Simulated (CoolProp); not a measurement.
Values from CoolProp's reference Helmholtz-energy equation of state, Span 2000.

Problem. Give the vapour pressure (bar), vapour density (kg/m³), liquid cp (kJ/(kg K)), liquid viscosity (µPa s) of saturated nitrogen at -168.85 °C.

Solution. 
```
T (°C)   p (bar)  vapour density (kg/m³)  liquid cp (kJ/(kg K))  liquid viscosity (µPa s)
-------  -------  ----------------------  ---------------------  ------------------------
-168.85     10.4                    42.9                   2.45                      66.7
```

Viscosity comes from a separate model (Lemmon 2004).
